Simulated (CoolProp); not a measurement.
Propylene along the isotherm 400.7 K: density (kg/m³) from the reference equation and from simpler models built on Tc = 364.2 K, pc = 4555 kPa, ω = 0.146; each cubic takes its own stable root.

The numbers come from the reference Helmholtz-energy equation of state, Lemmon 2013 in CoolProp.

```csv
p (kPa),phase,reference,Redlich-Kwong,Soave-Redlich-Kwong
1040,gas,13.97,13.99,13.96
2070,gas,29.82,29.89,29.75
3110,gas,48.66,48.88,48.43
4140,gas,71.50,72.07,70.88
5180,supercritical,101.5,102.8,99.74
6210,supercritical,143.4,145.8,137.8
7250,supercritical,202.6,199.9,185.4
8280,supercritical,259.5,242.5,227.6
9320,supercritical,297.5,271.8,258.7
10400,supercritical,323.5,294.1,282.6
11400,supercritical,341.0,310.4,300.0
```
